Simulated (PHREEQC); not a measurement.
Solution (12 °C): 0.094 mol HNO3, 0.000216 mol AlCl3 and 0.098 mol CuCl2 per kg of water. Closed to the air; pH follows from the charge balance.

All values are PHREEQC results (ion-association model, phreeqc.dat), not measurements.

```
Item                         Result
--------------------  -------------
pH                             1.14
ionic strength        0.375 mol/kgw
activity of water             0.992
specific conductance    32900 µS/cm
density                 1.015 g/cm³
total alkalinity       -94.0 meq/kg
```

| species | molality | activity | log γ |
|---|---|---|---|
| Cl- | 0.190 | 0.128 | -0.171 |
| H+ | 0.0940 | 0.0731 | -0.109 |
| NO3- | 0.0940 | 0.0605 | -0.191 |
| Cu+2 | 0.0911 | 0.0253 | -0.556 |
| CuCl+ | 0.00662 | 0.00448 | -0.170 |
| CuCl2 | 0.000244 | 0.000266 | 0.038 |
| Al+3 | 0.000216 | 2.24e-5 | -0.983 |
| CuCl3- | 1.40e-7 | 9.47e-8 | -0.170 |
| CuOH+ | 5.08e-9 | 3.44e-9 | -0.170 |
| AlOH+2 | 4.91e-9 | 1.27e-9 | -0.588 |

No solid was allowed to form. At this temperature some constants are extrapolated from 25 °C, and those without enthalpy data are left unchanged.
